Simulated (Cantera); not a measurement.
## Reactions in the system H-O-Ta

Source: NASA polynomial tables (part measured, part estimated), evaluated in Cantera. Values are per mole of reaction as written; species without (g) are pure solids or liquids, kept so even where they would boil at 1 bar.

H2O2(g) + Ta ⇌ TaO2(g) + 2 H(g)

| T (K) | ΔH° (kJ) | ΔS° (J/K) | ΔG° (kJ) | log10 K |
|---|---|---|---|---|
| 1073 | 380.9 | 250.9 | 111.6 | -5.43 |
| 1173 | 381.4 | 251.4 | 86.5 | -3.85 |
| 1273 | 381.7 | 251.7 | 61.3 | -2.52 |
| 1373 | 381.9 | 251.9 | 36.2 | -1.38 |
| 1473 | 382.0 | 251.9 | 11.0 | -0.39 |
| 1573 | 382.0 | 251.9 | -14.2 | 0.47 |
| 1673 | 381.8 | 251.8 | -39.4 | 1.23 |
| 1773 | 381.6 | 251.6 | -64.6 | 1.90 |
| 1873 | 381.2 | 251.4 | -89.7 | 2.50 |
| 1973 | 380.7 | 251.2 | -114.9 | 3.04 |
